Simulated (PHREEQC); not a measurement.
Make-up at 25 °C: 0.0049 mol/kgw KCl, 0.3 mol/kgw HF and 1.9e-05 mol/kgw CO2. Closed to the air; pH follows from the charge balance.

Equilibrium calculation in PHREEQC: ion-association model, wateq4f.dat.

This is a speciation only: nothing precipitates in the calculation.

Problem. Estimate the pH, ionic strength.

Solution. pH 1.89; ionic strength 0.0195 mol/kgw.

Problem. In which forms is F present?

Solution. HF 52 %, H2F2 42 %, HF2- 3.6 %, F- 3.1 % of the F.

Species that the database lacks are ignored. wateq4f.dat counts part of the HF as a dimer, H2F2, which phreeqc.dat doesn't know; its constant is uncertain.
